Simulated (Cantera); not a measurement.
**Equilibrium for silicon oxide and oxynitride deposition: Si₂H₆ + N₂O + H₂ + NO**

Feed: 1 mol Si₂H₆, 3.7 mol N₂O, 0.14 mol H₂, a varied amount of NO, at 1873.15 K and 0.140 bar.

These are equilibrium values from Cantera (NASA tables, ideal gas, pure condensed phases), not measurements of a reactor. Candidate condensed phases: H₂O, Si, SiO₂, Si₂N₂O, Si₃N₄; 35 gas species. The feed counts by its element totals alone. The tables hold silica as quartz up to 1696 K and as liquid above; real silica turns to tridymite and cristobalite and melts near 1996 K. Gases not in the tables: Si(OH)₄. Equilibrium is a limit: real reactors are often held back by kinetics, nucleation or transport.

From 0.1 mol NO to 20 mol NO the condensed part is SiO₂(condensed).

```tsv
n(NO) (mol)	log p N₂	log p H₂	log p H₂O	log p O₂	log p SiO	n SiO₂(condensed)
0.1	-1.13	-1.21	-3.88	<-12	-2.39	1.79
0.18	-1.12	-1.21	-3.68	<-12	-2.59	1.87
0.3	-1.12	-1.21	-3.14	-11.82	-3.14	1.96
0.5	-1.11	-1.24	-2.39	-10.27	-3.91	1.99
0.85	-1.10	-1.30	-1.97	-9.31	-4.39	2.00
1.4	-1.09	-1.42	-1.69	-8.50	-4.80	2.00
2.4	-1.07	-1.74	-1.44	-7.36	-5.37	2.00
4.1	-1.06	-4.15	-1.32	-2.32	-7.89	2.00
6.9	-1.08	-4.57	-1.44	-1.70	-8.20	2.00
12	-1.10	-4.85	-1.59	-1.46	-8.32	2.00
20	-1.12	-5.08	-1.76	-1.34	-8.38	2.00
```
log p: log10 of the partial pressure in bar; n: condensed amount in mol.
